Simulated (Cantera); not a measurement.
Input: 1 mol FeS2, 130 mol H2, 0.081 mol H2O, at 1900 °C and 100 Torr.

Cantera equilibrium calculation (NASA polynomials, part measured and part estimated; ideal gas, pure solids and liquids). Candidate condensed phases: Fe, FeO, Fe(OH)2, Fe(OH)3, FeS, FeSO4, FeS2, Fe2O3, Fe2(SO4)3, Fe3O4, H2O, H2SO4, S; 22 gas species. Rates play no part.

Base state: H2 0.966, H 0.0130, Fe 0.00754, H2S 0.00587, SH 0.00435, S2 0.00189, S 0.00108, H2O 0.000606 (mole fractions); condensed: gas only.

**Question.** What changes in the equilibrium state with this change: temperature from 1900 °C to 1250 °C?

**Answer.** 
```csv
species,before,after
H2,0.966,0.984
H2S,0.00587,0.0148
H2O,0.000606,0.000622
H,0.0130,6.29e-5
Fe,0.00754,1.83e-6
S,0.00108,1.84e-6
SH,0.00435,0.000223
S2,0.00189,0.000161
"Fe(γ), mol",0,1.000
```
